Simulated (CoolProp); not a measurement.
A single-stage vapour-compression cycle with R22: evaporating at 224.15 K (dew point), condensing at 290.15 K (bubble point), superheat 2 K, subcooling 2 K, compressor efficiency 0.6, no pressure losses. Each further row changes one setting.

Computed with CoolProp (reference Helmholtz-energy equation of state, Kamei 1995).

```
case                              cooling COP  pressure ratio  discharge temperature (K)  refrigerating effect (kJ/kg)  volumetric capacity (kJ/m³)
--------------------------------  -----------  --------------  -------------------------  ----------------------------  ---------------------------
as stated                                1.56            12.3                      394.4                           167                          536
evaporating temperature 229.15 K         1.76            9.60                      383.4                           170                          685
condensing temperature 285.15 K          1.73            10.6                      384.1                           173                          555
subcooling 7 K                           1.62            12.3                      394.4                           173                          555
superheat 12 K                           1.54            12.3                      408.0                           173                          529
compressor efficiency 0.5                1.30            12.3                      421.2                           167                          536
```
